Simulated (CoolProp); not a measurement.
Carbon dioxide along the isobar 40400 kPa: Z from the reference equation and from simpler models built on Tc = 31.0 °C, pc = 7377 kPa, ω = 0.224; each cubic takes its own stable root.

The numbers come from the reference Helmholtz-energy equation of state, Span 1996 in CoolProp.

```csv
T (°C),phase,reference
8.35,liquid,0.7186
17.75,liquid,0.7149
27.15,liquid,0.7130
36.45,supercritical,0.7127
45.85,supercritical,0.7142
55.25,supercritical,0.7173
64.65,supercritical,0.7221
73.95,supercritical,0.7284
83.35,supercritical,0.7365
92.75,supercritical,0.7461
102.05,supercritical,0.7569
111.45,supercritical,0.7692
120.85,supercritical,0.7825
130.25,supercritical,0.7965
139.55,supercritical,0.8109
148.95,supercritical,0.8256
```

Task: How far does each simpler model (van der Waals, Peng-Robinson) lie from the reference over these 16 states: mean and median of the absolute difference, and the worst?

Result: 
- van der Waals: mean 25.4 %, median 25.8 %, worst +41.5 % at 8.35 °C and 40400 kPa
- Peng-Robinson: mean 2.1 %, median 1.5 %, worst -4.9 % at 8.35 °C and 40400 kPa
